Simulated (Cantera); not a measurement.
An adiabatic, constant-volume homogeneous reactor starts with CH3OH : O2 : N2 : H2O = 1 : 0.682 : 2.56 : 0.29 (molar parts), equivalence ratio 2.2, at 1725 K and 0.800 bar. Integrator tolerance rtol = 1e-08.

Computed with Cantera and GRI-Mech 3.0 (53 species, 325 reactions). GRI-Mech 3.0 was tuned for natural gas; its chemistry of methanol as a main component is partial and can be far from experiment.

Problem. What does this change do: initial temperature 1725 to 1150 K?

Solution. 
```tsv
quantity	before	after
time of steepest temperature rise	26.0 µs	19.4 ms
temperature at 8.00 s	2799 K	2475 K
equilibrium temperature	2799 K	2475 K
x(CH3OH) at 8.00 s	<1e-12 (gas-phase equilibrium <1e-12)	<1e-12 (gas-phase equilibrium <1e-12)
x(O2) at 8.00 s	0.000781 (gas-phase equilibrium 0.000781)	3.58e-5 (gas-phase equilibrium 3.58e-5)
x(H2O) at 8.00 s	0.229 (gas-phase equilibrium 0.229)	0.242 (gas-phase equilibrium 0.242)
x(CO2) at 8.00 s	0.0325 (gas-phase equilibrium 0.0325)	0.0368 (gas-phase equilibrium 0.0368)
x(C2H6) at 8.00 s	<1e-12 (gas-phase equilibrium <1e-12)	<1e-12 (gas-phase equilibrium <1e-12)
x(CH3) at 8.00 s	1.32e-11 (gas-phase equilibrium 1.53e-11)	2.05e-11 (gas-phase equilibrium 2.32e-11)
x(O) at 8.00 s	0.00116 (gas-phase equilibrium 0.00116)	5.15e-5 (gas-phase equilibrium 5.15e-5)
```

Problem. What does this change do: initial temperature 1725 to 1700 K?

Solution. 
| quantity | before | after |
|---|---|---|
| time of steepest temperature rise | 26.0 µs | 30.9 µs |
| temperature at 8.00 s | 2799 K | 2788 K |
| equilibrium temperature | 2799 K | 2788 K |
| x(CH3OH) at 8.00 s | <1e-12 (gas-phase equilibrium <1e-12) | <1e-12 (gas-phase equilibrium <1e-12) |
| x(O2) at 8.00 s | 0.000781 (gas-phase equilibrium 0.000781) | 0.000714 (gas-phase equilibrium 0.000714) |
| x(H2O) at 8.00 s | 0.229 (gas-phase equilibrium 0.229) | 0.230 (gas-phase equilibrium 0.230) |
| x(CO2) at 8.00 s | 0.0325 (gas-phase equilibrium 0.0325) | 0.0327 (gas-phase equilibrium 0.0327) |
| x(C2H6) at 8.00 s | <1e-12 (gas-phase equilibrium <1e-12) | <1e-12 (gas-phase equilibrium <1e-12) |
| x(CH3) at 8.00 s | 1.32e-11 (gas-phase equilibrium 1.53e-11) | 1.34e-11 (gas-phase equilibrium 1.55e-11) |
| x(O) at 8.00 s | 0.00116 (gas-phase equilibrium 0.00116) | 0.00106 (gas-phase equilibrium 0.00106) |
